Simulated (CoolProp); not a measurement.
Properties of C3F8 (R218) at several states (Tc = 345.0 K, pc = 2640 kPa, ω = 0.317).

Model: reference Helmholtz-energy equation of state, Lemmon 2006, in CoolProp. It is a short technical equation, of lower accuracy than the large ones.

```csv
T (K),p (kPa),phase,Z,cv (kJ/(kg K)),Joule-Thomson coefficient (K/MPa),expansivity (1/kK),conductivity (mW/(m K))
317,161,gas,0.9725,[?],10.49,3.478,[?]
175.4,5310,liquid,0.3712,[?],[?],[?],78.5
434.3,1140,gas,0.9377,[?],4.497,2.953,[?]
```

Question: Fill in the missing entries.

Answer: 
- 317, cv (kJ/(kg K)): 0.7771
- 317, conductivity (mW/(m K)): 14.0
- 175.4, cv (kJ/(kg K)): 0.5743
- 175.4, Joule-Thomson coefficient (K/MPa): -0.4322
- 175.4, expansivity (1/kK): 1.819
- 434.3, cv (kJ/(kg K)): 0.9281
- 434.3, conductivity (mW/(m K)): 25.1

Thermal conductivity comes from a separate model (Huber 2003), an estimate that may be off by 10 % or more.
